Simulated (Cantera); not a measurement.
What does this Cantera script print?

```python
import numpy as np
import cantera as ct

gas_names = [...]  # 113 gases of nasa_gas.yaml made of C, F, H, Si
cond_names = """
    C(gr) C6H6(L) C7H8(L) C8H18(L),n-octa Si(cr) Si(L) SiC(b)
""".split()


# ... load() reads the species with a 1 bar reference pressure and builds the phases ...
atoms = {
    'SiF4': {'Si': 1, 'F': 4},
    'C3H8': {'C': 3, 'H': 8},
    'H2': {'H': 2},
}
top_T = {'C(gr)': 4500, 'SiC(b)': 3050}  # K; cautious upper limits of use, not melting points


# ... equilibrate(T, P, feed) seeds the gas with the atoms and calls Mixture.equilibrate('TP', solver="vcs", rtol=1e-11, max_steps=5000) ...
results = []
feed = {'SiF4': 1, 'C3H8': 0.58, 'H2': 1300}  # mol
P = 13332.2  # Pa
for T in [1448, 1523, 1598, 1673, 1748, 1823, 1898, 1973, 2048, 2123, 2198, 2273, 2348, 2423]:
    mix = equilibrate(T, P, feed)
    results.append((T, P, feed, dict(zip(mix.species_names, mix.species_moles))))

top = {s: max(r[3][s] / sum(r[3][g] for g in gas_names) for r in results) for s in gas_names}
cols = sorted((s for s in top if top[s] > 1e-06), key=lambda s: -top[s])[:9]
seen = [c for c in cond_names if any(r[3].get(c, 0) > 1e-12 for r in results)]
print("log10 of partial pressures in bar; condensed amounts in mol")
print(f"{'T/K':>10s}" + "".join(f"{s[:9]:>10s}" for s in cols + seen))
for T, P, feed, n in results:
    ng = sum(n[g] for g in gas_names)
    print(f"{T:10.4g}" + "".join(f"{np.log10(max(n[s] / ng * P / 1e5, 1e-99)):10.3f}" for s in cols)
          + "".join(f"{n.get(c, 0):10.4g}" for c in seen))
```

It prints:

```
log10 of partial pressures in bar; condensed amounts in mol
       T/K        H2         H        HF C2H2,acet        Si       CH4      SiF4       SiH      SiF2     C(gr)    SiC(b)
      1448    -0.876    -5.474    -3.603    -6.199   -10.763    -4.229    -4.523   -10.598    -6.003    0.5768    0.5731
      1523    -0.876    -5.074    -3.494    -5.804    -9.843    -4.391    -4.867    -9.815    -5.735    0.5622    0.7477
      1598    -0.877    -4.712    -3.437    -5.446    -9.010    -4.536    -5.342    -9.107    -5.576     0.521    0.8626
      1673    -0.877    -4.382    -3.414    -5.121    -8.253    -4.669    -5.887    -8.464    -5.488    0.4633    0.9164
      1748    -0.877    -4.080    -3.405    -4.824    -7.562    -4.790    -6.434    -7.876    -5.433    0.3474     0.937
      1823    -0.877    -3.802    -3.402    -4.552    -6.928    -4.901    -6.954    -7.337    -5.393    0.1208    0.9424
      1898    -0.877    -3.546    -3.403    -4.433    -6.279    -5.068    -7.383    -6.777    -5.298         0     0.928
      1973    -0.878    -3.309    -3.407    -4.391    -5.646    -5.257    -7.753    -6.226    -5.183         0    0.8824
      2048    -0.879    -3.090    -3.411    -4.327    -5.073    -5.419    -8.114    -5.729    -5.091         0    0.7669
      2123    -0.881    -2.886    -3.417    -4.213    -4.569    -5.543    -8.479    -5.296    -5.035         0    0.4772
      2198    -0.884    -2.696    -3.418    -4.078    -4.207    -5.645    -8.909    -5.001    -5.083         0         0
      2273    -0.887    -2.519    -3.409    -4.075    -4.147    -5.802    -9.544    -5.005    -5.383         0         0
      2348    -0.892    -2.354    -3.405    -4.074    -4.111    -5.953   -10.174    -5.029    -5.693         0         0
      2423    -0.898    -2.200    -3.405    -4.076    -4.090    -6.097   -10.786    -5.064    -6.000         0         0
```

Method: chemical equilibrium by Gibbs-energy minimisation in Cantera with the NASA 1993 tables (ideal gas, pure condensed phases). The tables' values for SiF2, SiF3, SiF are old estimates; treat these amounts as uncertain. Gases not in the tables: Si2H6 and higher silanes.
